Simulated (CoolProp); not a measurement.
The numbers come from the reference Helmholtz-energy equation of state, Schroeder 2014 in CoolProp.

**Question.** For ethanol, give the phase and the density (kg/m³), Joule-Thomson coefficient (K/MPa), expansivity (1/kK) at 379.1 K and 74.6 bar.

**Answer.** 
- 379.1 K and 74.6 bar: liquid; density 718, Joule-Thomson coefficient -0.194, expansivity 1.46
